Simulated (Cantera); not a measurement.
A closed system holds: 1 mol HMDSO, 0.33 mol NO, 0.2 mol H2, at 2048 K and 76000 Pa.

Equilibrium computed with Cantera from the NASA thermochemical tables; the gas is ideal and each condensed phase is pure. The feed counts by its element totals alone. Kinetics and transport are ignored.

```csv
species,before,after
H2,0.856,0.871
CO,0.123,0.114
N2,0.0144,0.00914
SiO,0.00128,0.00118
HCN,0.00197,0.00158
HNC,0.000122,9.78e-5
CH4,0.000209,0.000216
CH3,1.14e-5,1.17e-5
C2H2 (acetylene),0.000897,0.000913
H,0.00238,0.00240
"C(graphite), mol",2.65,2.78
"SiC(s), mol",1.99,1.99
```
Gas species are given as mole fractions.

Task: What was changed between the two runs?
(A) temperature from 2048 K to 975 K
(B) NO from 0.33 to 0.21 mol
(C) temperature from 2048 K to 1173 K
(D) temperature from 2048 K to 723.15 K

Result: B, NO from 0.33 to 0.21 mol
